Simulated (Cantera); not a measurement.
Cantera with NASA thermochemical tables; ideal gases at 1 bar, condensed phases pure. Values are per mole of reaction as written; species without (g) are pure solids or liquids, kept so even where they would boil at 1 bar. TaC: taken at fixed stoichiometry.

4 N2O(g) + TaC → TaO2(g) + 4 N2(g) + CO2(g), with ΔH° = -776.6 kJ and ΔS° = 338.1 J/K at 300 K.

How far is the shortcut ΔG° ≈ ΔH°(300 K) − T·ΔS°(300 K) from the full temperature-dependent value at 2073, 2173, 2273, 2373, 2473, 2573, 2673, 2773 K?


```json
[
 {"T (K)": "2073", "shortcut (kJ)": "-1477.5", "full (kJ)": "-1436.4", "difference (kJ)": "-41.2", "difference in log10 K": "1.04"},
 {"T (K)": "2173", "shortcut (kJ)": "-1511.4", "full (kJ)": "-1465.5", "difference (kJ)": "-45.8", "difference in log10 K": "1.10"},
 {"T (K)": "2273", "shortcut (kJ)": "-1545.2", "full (kJ)": "-1494.5", "difference (kJ)": "-50.7", "difference in log10 K": "1.17"},
 {"T (K)": "2373", "shortcut (kJ)": "-1579.0", "full (kJ)": "-1523.2", "difference (kJ)": "-55.8", "difference in log10 K": "1.23"},
 {"T (K)": "2473", "shortcut (kJ)": "-1612.8", "full (kJ)": "-1551.8", "difference (kJ)": "-61.0", "difference in log10 K": "1.29"},
 {"T (K)": "2573", "shortcut (kJ)": "-1646.6", "full (kJ)": "-1580.1", "difference (kJ)": "-66.5", "difference in log10 K": "1.35"},
 {"T (K)": "2673", "shortcut (kJ)": "-1680.4", "full (kJ)": "-1608.3", "difference (kJ)": "-72.1", "difference in log10 K": "1.41"},
 {"T (K)": "2773", "shortcut (kJ)": "-1714.2", "full (kJ)": "-1636.3", "difference (kJ)": "-77.9", "difference in log10 K": "1.47"}
]
```
The shortcut ignores the heat-capacity change of the reaction.
